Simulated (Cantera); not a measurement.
A closed system holds: 1 mol PbO, 3.2 mol CO, 0.59 mol H₂, equilibrated at 1323.15 K and 0.00180 bar.

These are equilibrium values from Cantera (NASA tables, ideal gas, pure condensed phases), not measurements of a reactor. Candidate condensed phases: C, C₆H₆, C₇H₈, C₈H₁₈, H₂O, Pb, PbO, PbO₂, Pb₃O₄; 113 gas species. Rates play no part.

### Question
What is the equilibrium state?

### Answer
- x(CO) = 0.505
- x(Pb) = 0.209
- x(CO₂) = 0.163
- x(H₂) = 0.0771
- x(H₂O) = 0.0461
- x(PbO) = 1.27e-5
- x(H) = 1.04e-5
- x(Pb₂) = 2.58e-6
- gas amount = 4.790 mol
- log10 activity of Pb(l) (absent) = -0.97
- log10 activity of C(graphite) (absent) = -4.95
